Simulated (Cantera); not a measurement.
Feed: 1 mol Si, 0.057 mol H2O, 20 mol N2, equilibrated at 2073 K and 10.0 mbar.

Equilibrium computed with Cantera from the NASA thermochemical tables; the gas is ideal and each condensed phase is pure. Candidate condensed phases: H2O, Si, SiO2, Si2N2O, Si3N4; 35 gas species. The tables' values for SiN are old estimates; treat these amounts as uncertain. Rates play no part.

Base state: N2 0.983, Si 0.00997, SiO 0.00280, H2 0.00218, H 0.00123, Si2N 0.000267, SiN 0.000218, Si2 0.000122 (mole fractions); condensed: Si(l).

Task: What changes in the equilibrium state with this change: pressure from 10.0 mbar to 5.70 bar?

Result: 
```
species           before     after
--------------  --------  --------
N2                 0.983     0.996
H2               0.00218   0.00290
SiO              0.00280  0.000991
Si               0.00997   3.05e-6
Si3              2.53e-5     <1e-9
Si2             0.000122   6.54e-9
Si2N            0.000267   3.43e-7
Si(l), mol         0.718         0
Si2N2O(s), mol         0    0.0377
Si3N4(s), mol          0     0.302
```
Mutual solubility and eutectic melting of coexisting phases are not modelled.

Task: What changes in the equilibrium state with this change: H2O from 0.057 to 0.0024 mol?

Result: 
| species | before | after |
|---|---|---|
| N2 | 0.983 | 0.989 |
| Si | 0.00997 | 0.00997 |
| Si2N | 0.000267 | 0.000268 |
| SiO | 0.00280 | 0.000119 |
| H2 | 0.00218 | 3.70e-5 |
| H | 0.00123 | 0.000160 |
| SiH | 2.67e-5 | 3.49e-6 |
| Si(l), mol | 0.718 | 0.774 |

Task: What changes in the equilibrium state with this change: N2 from 20 to 340 mol?

Result: 
```json
[
 {"species": "N2", "before": "0.983", "after": "0.997"},
 {"species": "Si", "before": "0.00997", "after": "0.00265"},
 {"species": "H", "before": "0.00123", "after": "0.000208"},
 {"species": "SiO", "before": "0.00280", "after": "0.000167"},
 {"species": "Si3", "before": "2.53e-5", "after": "4.75e-7"},
 {"species": "H2", "before": "0.00218", "after": "6.25e-5"},
 {"species": "SiH", "before": "2.67e-5", "after": "1.20e-6"},
 {"species": "Si2", "before": "0.000122", "after": "8.64e-6"},
 {"species": "Si(l), mol", "before": "0.718", "after": "0"}
]
```
